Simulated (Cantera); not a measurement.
An isothermal, constant-pressure homogeneous reactor starts with NO : N₂ = 1 : 0.58 (molar parts), at 1600 K and 0.810 bar. Integrator tolerance rtol = 1e-08.

Detailed kinetics in Cantera: GRI-Mech 3.0 (53 species, 325 reactions).

What does this change do: pressure from 0.810 bar to 18.8 Torr?


| quantity | before | after |
|---|---|---|
| x(NO) at 7.00 s | 0.516 (gas-phase equilibrium 0.00222) | 0.628 (gas-phase equilibrium 0.00222) |
| x(NO₂) at 7.00 s | 0.000995 (gas-phase equilibrium 9.82e-6) | 5.46e-5 (gas-phase equilibrium 1.72e-6) |
| x(N₂O) at 7.00 s | 9.50e-5 (gas-phase equilibrium 1.11e-7) | 0.000131 (gas-phase equilibrium 1.95e-8) |
| x(O) at 7.00 s | 4.07e-6 (gas-phase equilibrium 9.11e-6) | 9.83e-6 (gas-phase equilibrium 5.18e-5) |
| x(N₂) at 7.00 s | 0.425 (gas-phase equilibrium 0.682) | 0.369 (gas-phase equilibrium 0.682) |
| x(O₂) at 7.00 s | 0.0575 (gas-phase equilibrium 0.315) | 0.00215 (gas-phase equilibrium 0.315) |
Radical loss at walls, strong at low pressure, is not modelled.

What does this change do: temperature 1600 to 1625 K?


```
quantity                                            before                                     after
----------------  ----------------------------------------  ----------------------------------------
x(NO) at 7.00 s      0.516 (gas-phase equilibrium 0.00222)     0.486 (gas-phase equilibrium 0.00246)
x(NO₂) at 7.00 s  0.000995 (gas-phase equilibrium 9.82e-6)  0.000980 (gas-phase equilibrium 1.02e-5)
x(N₂O) at 7.00 s   9.50e-5 (gas-phase equilibrium 1.11e-7)   8.57e-5 (gas-phase equilibrium 1.22e-7)
x(O) at 7.00 s     4.07e-6 (gas-phase equilibrium 9.11e-6)   6.08e-6 (gas-phase equilibrium 1.22e-5)
x(N₂) at 7.00 s        0.425 (gas-phase equilibrium 0.682)       0.440 (gas-phase equilibrium 0.682)
x(O₂) at 7.00 s       0.0575 (gas-phase equilibrium 0.315)      0.0724 (gas-phase equilibrium 0.315)
```
